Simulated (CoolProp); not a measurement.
Properties of R21 along the isotherm 189.25 °C.

Computed with CoolProp (reference Helmholtz-energy equation of state, Platzer 1990). This equation is an older, rougher fit.

| p (kPa) | phase | speed of sound (m/s) | Joule-Thomson coefficient (K/MPa) | expansivity (1/kK) | fugacity coefficient |
|---|---|---|---|---|---|
| 8.36 | gas | 204.9 | 10.83 | 2.166 | 0.9995 |
| 13.5 | gas | 204.9 | 10.83 | 2.169 | 0.9992 |
| 21.8 | gas | 204.8 | 10.84 | 2.173 | 0.9987 |
| 35.3 | gas | 204.7 | 10.84 | 2.179 | 0.9979 |
| 57 | gas | 204.5 | 10.85 | 2.189 | 0.9966 |
| 92 | gas | 204.2 | 10.87 | 2.205 | 0.9946 |
| 149 | gas | 203.7 | 10.90 | 2.232 | 0.9912 |
| 240 | gas | 202.8 | 10.94 | 2.276 | 0.9859 |
| 388 | gas | 201.5 | 11.02 | 2.351 | 0.9772 |
| 627 | gas | 199.2 | 11.15 | 2.480 | 0.9632 |
| 1010 | gas | 195.4 | 11.36 | 2.711 | 0.9408 |
| 1640 | gas | 188.8 | 11.76 | 3.176 | 0.9041 |
| 2640 | gas | 177.0 | 12.53 | 4.257 | 0.8460 |
